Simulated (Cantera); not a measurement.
A perfectly stirred reactor is fed with CH₄ : C₂H₆ : C₃H₈ : O₂ : N₂ = 1 : 0.19 : 1.3 : 5.09 : 19.1 (molar parts), equivalence ratio 1.8, at 8.80 bar; it is adiabatic with a 498 K inlet, and is followed from long to short residence time, starting on the burning branch (τ in s: 0.099, 0.051, 0.026, 0.014, 0.0071, 0.0037, 0.0019, 0.00098, 0.00051, 0.00026, 0.00014, 7.1e-05).

Cantera simulation using GRI-Mech 3.0 (53 species, 325 reactions); the numbers are that mechanism's predictions, not measurements. GRI-Mech 3.0 was tuned for natural gas; its chemistry of propane as a main component is partial and can be far from experiment.

One state of this run: T (K) = 1925; x CH₄ = 0.00485; x C₂H₆ = 3.00e-6; x C₃H₈ = 7.27e-7; x H₂O₂ = 7.50e-9; x H₂O = 0.134. x: mole fraction; the columns are a selection and need not sum to one.

Problem. Which value of τ (s) does it belong to?
A. 0.00098
B. 0.099
C. 0.026
D. 0.051

Solution. D, 0.051
